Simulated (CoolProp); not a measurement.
Tetrahydrofuran along the isobar 10.5 MPa: density (kg/m³) from the reference equation and from simpler models built on Tc = 267.0 °C, pc = 5.304 MPa, ω = 0.234; each cubic takes its own stable root.

The numbers come from the reference Helmholtz-energy equation of state, Fiedler 2023 in CoolProp.

```tsv
T (°C)	phase	reference	Redlich-Kwong	Soave-Redlich-Kwong
17.45	liquid	898.6	821.0	835.9
35.25	liquid	880.0	804.7	821.0
53.15	liquid	861.1	787.5	805.1
71.05	liquid	841.9	769.4	788.1
88.85	liquid	822.3	750.5	770.2
106.75	liquid	802.2	730.5	750.8
124.55	liquid	781.7	709.7	730.3
142.45	liquid	760.2	687.6	708.1
160.25	liquid	738.1	664.3	684.3
178.15	liquid	714.6	639.5	658.5
195.95	liquid	689.9	613.3	630.5
213.85	liquid	663.1	585.0	599.7
```
